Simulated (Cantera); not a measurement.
A closed system holds: 1 mol TEOS, 4 mol O3, 5.7 mol H2, held at 1.00 Torr.

Method: chemical equilibrium by Gibbs-energy minimisation in Cantera with the NASA 1993 tables (ideal gas, pure condensed phases). Candidate condensed phases: C, C6H6, C7H8, C8H18, H2O, Si, SiC, SiO2; 123 gas species. The feed counts by its element totals alone. The tables hold silica as quartz up to 1696 K and as liquid above; real silica turns to tridymite and cristobalite and melts near 1996 K. The numbers say what is thermodynamically allowed, not how fast it happens.

x: gas mole fraction; n: condensed amount in mol.

```json
[
 {"T (K)": "600", "x H2": "0.494", "x CO": "0.0172", "x H2O": "0.231", "x CO2": "0.227", "x CH4": "0.0307", "x H": "<1e-12", "n C(graphite)": "2.52", "n SiO2(α-quartz)": "1.00", "n SiO2(β-quartz)": "0"},
 {"T (K)": "700", "x H2": "0.586", "x CO": "0.154", "x H2O": "0.0742", "x CO2": "0.183", "x CH4": "0.00270", "x H": "<1e-12", "n C(graphite)": "0", "n SiO2(α-quartz)": "1.00", "n SiO2(β-quartz)": "0"},
 {"T (K)": "800", "x H2": "0.558", "x CO": "0.189", "x H2O": "0.104", "x CO2": "0.149", "x CH4": "1.76e-5", "x H": "5.93e-11", "n C(graphite)": "0", "n SiO2(α-quartz)": "1.00", "n SiO2(β-quartz)": "0"},
 {"T (K)": "900", "x H2": "0.531", "x CO": "[?]", "x H2O": "[?]", "x CO2": "[?]", "x CH4": "[?]", "x H": "[?]", "n C(graphite)": "0", "n SiO2(α-quartz)": "0", "n SiO2(β-quartz)": "1.00"},
 {"T (K)": "1000", "x H2": "0.510", "x CO": "0.236", "x H2O": "0.152", "x CO2": "0.101", "x CH4": "1.39e-8", "x H": "4.44e-8", "n C(graphite)": "0", "n SiO2(α-quartz)": "0", "n SiO2(β-quartz)": "1.00"},
 {"T (K)": "1100", "x H2": "0.494", "x CO": "0.253", "x H2O": "0.168", "x CO2": "0.0849", "x CH4": "1.03e-9", "x H": "4.98e-7", "n C(graphite)": "0", "n SiO2(α-quartz)": "0", "n SiO2(β-quartz)": "1.00"},
 {"T (K)": "1200", "x H2": "0.482", "x CO": "0.265", "x H2O": "0.181", "x CO2": "[?]", "x CH4": "[?]", "x H": "[?]", "n C(graphite)": "0", "n SiO2(α-quartz)": "0", "n SiO2(β-quartz)": "1.00"},
 {"T (K)": "1300", "x H2": "0.472", "x CO": "0.275", "x H2O": "0.190", "x CO2": "0.0628", "x CH4": "1.94e-11", "x H": "2.08e-5", "n C(graphite)": "0", "n SiO2(α-quartz)": "0", "n SiO2(β-quartz)": "1.00"},
 {"T (K)": "1400", "x H2": "0.465", "x CO": "0.282", "x H2O": "0.198", "x CO2": "0.0553", "x CH4": "4.09e-12", "x H": "9.08e-5", "n C(graphite)": "0", "n SiO2(α-quartz)": "0", "n SiO2(β-quartz)": "1.000"},
 {"T (K)": "1500", "x H2": "0.458", "x CO": "0.288", "x H2O": "0.204", "x CO2": "0.0494", "x CH4": "1.07e-12", "x H": "0.000326", "n C(graphite)": "0", "n SiO2(α-quartz)": "0", "n SiO2(β-quartz)": "1.000"},
 {"T (K)": "1600", "x H2": "0.453", "x CO": "0.293", "x H2O": "0.208", "x CO2": "0.0447", "x CH4": "<1e-12", "x H": "0.00100", "n C(graphite)": "0", "n SiO2(α-quartz)": "0", "n SiO2(β-quartz)": "0.999"}
]
```

### Question
What belongs in the gaps?

### Answer

- 1200, x CO2: 0.0724
- 1200, x CH4: 1.19e-10
- 1200, x H: 3.75e-6
- 900, x CO: 0.215
- 900, x H2O: 0.131
- 900, x CO2: 0.122
- 900, x CH4: 3.32e-7
- 900, x H: 2.33e-9
